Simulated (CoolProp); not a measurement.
Vapour pressure (MPa) of n-undecane: the reference equation beside estimates from Tc = 365.7 °C, pc = 1.990 MPa, ω = 0.539.

The numbers come from the reference Helmholtz-energy equation of state, Aleksandrov 2011 in CoolProp. It is a short technical equation, of lower accuracy than the large ones.

```json
[
 {"T (°C)": "16.75", "reference": "3.005e-5", "Lee-Kesler": "2.834e-5", "van der Waals": "0.02784", "Redlich-Kwong": "0.001054", "Soave-Redlich-Kwong": "2.845e-5"},
 {"T (°C)": "50.55", "reference": "0.0003362", "Lee-Kesler": "0.0003151", "van der Waals": "0.06052", "Redlich-Kwong": "0.005400", "Soave-Redlich-Kwong": "0.0003170"},
 {"T (°C)": "84.25", "reference": "0.002146", "Lee-Kesler": "0.002038", "van der Waals": "0.1141", "Redlich-Kwong": "0.01880", "Soave-Redlich-Kwong": "0.002046"},
 {"T (°C)": "118.05", "reference": "0.009268", "Lee-Kesler": "0.008985", "van der Waals": "0.1944", "Redlich-Kwong": "0.05036", "Soave-Redlich-Kwong": "0.008996"},
 {"T (°C)": "151.85", "reference": "0.03001", "Lee-Kesler": "0.02968", "van der Waals": "0.3063", "Redlich-Kwong": "0.1116", "Soave-Redlich-Kwong": "0.02967"},
 {"T (°C)": "185.55", "reference": "0.07830", "Lee-Kesler": "0.07868", "van der Waals": "0.4538", "Redlich-Kwong": "0.2150", "Soave-Redlich-Kwong": "0.07873"},
 {"T (°C)": "219.35", "reference": "0.1747", "Lee-Kesler": "0.1773", "van der Waals": "0.6417", "Redlich-Kwong": "0.3741", "Soave-Redlich-Kwong": "0.1782"},
 {"T (°C)": "253.15", "reference": "0.3454", "Lee-Kesler": "0.3521", "van der Waals": "0.8731", "Redlich-Kwong": "0.6013", "Soave-Redlich-Kwong": "0.3563"},
 {"T (°C)": "286.95", "reference": "0.6234", "Lee-Kesler": "0.6359", "van der Waals": "1.151", "Redlich-Kwong": "0.9081", "Soave-Redlich-Kwong": "0.6470"}
]
```

Absolute difference from the reference over all 9 rows, mean and median: Lee-Kesler 3.0 and 2.0 %, van der Waals 13285.1 and 920.7 %, Redlich-Kwong 757.1 and 271.9 %, Soave-Redlich-Kwong 3.3 and 3.2 %.
